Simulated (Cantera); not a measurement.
A Cantera script and what it prints.

```python
import numpy as np
import cantera as ct

gas_names = """
    CL CL2 N N2 Si SiCL SiCL2 SiCL3 SiCL4 SiN Si2 Si2N Si3
""".split()
cond_names = """
    Si(cr) Si(L) Si3N4(a)
""".split()


# ... load() reads the species with a 1 bar reference pressure and builds the phases ...
atoms = {
    'SiCl4': {'Si': 1, 'CL': 4},
    'Cl2': {'CL': 2},
    'N2': {'N': 2},
}
top_T = {'Si3N4(a)': 2400}  # K; cautious upper limits of use, not melting points


# ... equilibrate(T, P, feed) seeds the gas with the atoms and calls Mixture.equilibrate('TP', solver="vcs", rtol=1e-11, max_steps=5000) ...
results = []
feed = {'SiCl4': 1, 'Cl2': 0.0049, 'N2': 9.6}  # mol
P = 1300  # Pa
for T in [948, 998, 1048, 1098, 1148, 1198, 1248, 1298, 1348, 1398, 1448, 1498, 1548, 1598]:
    mix = equilibrate(T, P, feed)
    results.append((T, P, feed, dict(zip(mix.species_names, mix.species_moles))))
    x = sorted(zip(gas.X, gas.species_names), reverse=True)
    print(f"T = {T:g} K  P = {P:g} Pa  gas = {mix.phase_moles(0):.4g} mol")
    print("   x: " + "  ".join(f"{s} {v:.3e}" for v, s in x if v > 0.001))
    print("   condensed (mol): " + ("  ".join(f"{mix.phase(i).name} {mix.phase_moles(i):.4g}"
          for i in range(1, mix.n_phases) if mix.phase_moles(i) > 1e-12) or "none"))
```

Result:

```
T = 948 K  P = 1300 Pa  gas = 10.61 mol
   x: N2 9.052e-01  SiCL4 9.429e-02
   condensed (mol): none
T = 998 K  P = 1300 Pa  gas = 10.61 mol
   x: N2 9.052e-01  SiCL4 9.429e-02
   condensed (mol): none
T = 1048 K  P = 1300 Pa  gas = 10.61 mol
   x: N2 9.052e-01  SiCL4 9.429e-02
   condensed (mol): none
T = 1098 K  P = 1300 Pa  gas = 10.61 mol
   x: N2 9.051e-01  SiCL4 9.428e-02
   condensed (mol): none
T = 1148 K  P = 1300 Pa  gas = 10.61 mol
   x: N2 9.051e-01  SiCL4 9.428e-02
   condensed (mol): none
T = 1198 K  P = 1300 Pa  gas = 10.61 mol
   x: N2 9.050e-01  SiCL4 9.426e-02
   condensed (mol): none
T = 1248 K  P = 1300 Pa  gas = 10.61 mol
   x: N2 9.049e-01  SiCL4 9.423e-02
   condensed (mol): none
T = 1298 K  P = 1300 Pa  gas = 10.61 mol
   x: N2 9.048e-01  SiCL4 9.414e-02
   condensed (mol): none
T = 1348 K  P = 1300 Pa  gas = 10.61 mol
   x: N2 9.046e-01  SiCL4 9.390e-02  CL 1.158e-03
   condensed (mol): none
T = 1398 K  P = 1300 Pa  gas = 10.62 mol
   x: N2 9.041e-01  SiCL4 9.337e-02  CL 1.666e-03
   condensed (mol): none
T = 1448 K  P = 1300 Pa  gas = 10.63 mol
   x: N2 9.033e-01  SiCL4 9.240e-02  CL 2.600e-03  SiCL3 1.585e-03
   condensed (mol): none
T = 1498 K  P = 1300 Pa  gas = 10.65 mol
   x: N2 9.018e-01  SiCL4 9.080e-02  CL 4.209e-03  SiCL3 2.854e-03
   condensed (mol): none
T = 1548 K  P = 1300 Pa  gas = 10.67 mol
   x: N2 8.994e-01  SiCL4 8.827e-02  CL 6.849e-03  SiCL3 4.713e-03
   condensed (mol): none
T = 1598 K  P = 1300 Pa  gas = 10.72 mol
   x: N2 8.956e-01  SiCL4 8.447e-02  CL 1.102e-02  SiCL3 7.271e-03  SiCL2 1.549e-03
   condensed (mol): none
```

Equilibrium computed with Cantera from the NASA thermochemical tables; the gas is ideal and each condensed phase is pure. The tables' values for SiCl3 are old estimates; treat these amounts as uncertain.
